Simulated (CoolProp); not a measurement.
CH2F2 (R32) at 293.15 K and 0.51 MPa flows at 6.8 m/s in a round tube of 6 mm bore and 15 µm roughness, fully developed (64/Re and Nu = 3.66 if laminar; Colebrook and Gnielinski if turbulent). Each further row changes one setting.

Computed with CoolProp (reference Helmholtz-energy equation of state, Tillner-Roth 1997).

| case | Reynolds number | Darcy friction factor | pressure drop (Pa/m) | heat-transfer coefficient (W/(m² K)) | mass flow (kg/h) |
|---|---|---|---|---|---|
| as stated | 36200 | 0.0285 | 1280 | 275 | 8.09 |
| velocity 13.6 m/s | 72500 | 0.0268 | 4840 | 526 | 16.2 |
| diameter 12 mm | 72500 | 0.0237 | 533 | 231 | 32.4 |

Viscosity comes from a separate model (Bell 2016), an estimate that may be off by 10 % or more. Thermal conductivity comes from a separate model (Huber 2003), an estimate that may be off by 10 % or more.
